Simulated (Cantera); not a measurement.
# Fe3O4 + C + CO (carbothermic reduction)

Charge: 1 mol Fe3O4, 7.4 mol C, 0.014 mol CO, held at 4.60 mbar.

These are equilibrium values from Cantera (NASA tables, ideal gas, pure condensed phases), not measurements of a reactor. Candidate condensed phases: C, Fe, Fe(CO)5, FeO, Fe2O3, Fe3O4; 15 gas species. Iron dissolves carbon and melts from about 1420 K in contact with it, which pure phases cannot show. Condensed phases not in the tables: cementite and carbon dissolved in iron. Rates play no part.

```csv
T (°C),log p CO,log p Fe,log p CO2,n C(graphite),n Fe(α),n Fe(γ),n Fe(δ),n Fe(l)
902,-2.34,-10.68,-6.24,3.40,3.00,0,0,0
952,-2.34,-9.95,-6.55,3.40,0,3.00,0,0
1002,-2.34,-9.28,-6.83,3.40,0,3.00,0,0
1052,-2.34,-8.66,-7.09,3.40,0,3.00,0,0
1102,-2.34,-8.09,-7.33,3.40,0,3.00,0,0
1152,-2.34,-7.55,-7.55,3.40,0,3.00,0,0
1202,-2.34,-7.06,-7.75,3.40,0,3.00,0,0
1252,-2.34,-6.60,-7.95,3.40,0,3.00,0,0
1302,-2.34,-6.17,-8.13,3.40,0,3.00,0,0
1352,-2.34,-5.76,-8.29,3.40,0,3.00,0,0
1402,-2.34,-5.38,-8.45,3.40,0,0,3.00,0
1452,-2.34,-5.03,-8.60,3.40,0,0,2.99,0
1502,-2.34,-4.69,-8.74,3.40,0,0,2.98,0
1552,-2.34,-4.38,-8.87,3.40,0,0,0,2.96
```
log p: log10 of the partial pressure in bar; n: condensed amount in mol.

At 902 °C the condensed part is C(graphite) + Fe(α). From 952 °C to 1352 °C the condensed part is C(graphite) + Fe(γ). From 1402 °C to 1502 °C the condensed part is C(graphite) + Fe(δ). At 1552 °C the condensed part is C(graphite) + Fe(l).
